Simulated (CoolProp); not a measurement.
Aqueous potassium acetate as a coolant, at -6 °C, 1 atm.

Values from CoolProp's Melinder's fits for secondary coolants.

```tsv
mass %	freezing point (°C)	Prandtl number	cp (kJ/(kg K))	viscosity (mPa s)	conductivity (W/(m K))
18.4	-9.9	[?]	3.522	[?]	0.499
24	-15.1	[?]	3.353	[?]	0.483
29.6	-22.5	[?]	3.189	5.14	0.468
35.2	-32.3	44.1	3.027	6.60	[?]
40.8	[?]	57.2	2.872	8.75	[?]
```

Task: What belongs in the gaps?

Result: 
- 18.4, Prandtl number: 24.6
- 18.4, viscosity (mPa s): 3.49
- 24, Prandtl number: 28.9
- 24, viscosity (mPa s): 4.16
- 29.6, Prandtl number: 35.0
- 35.2, conductivity (W/(m K)): 0.454
- 40.8, freezing point (°C): -43.8
- 40.8, conductivity (W/(m K)): 0.440
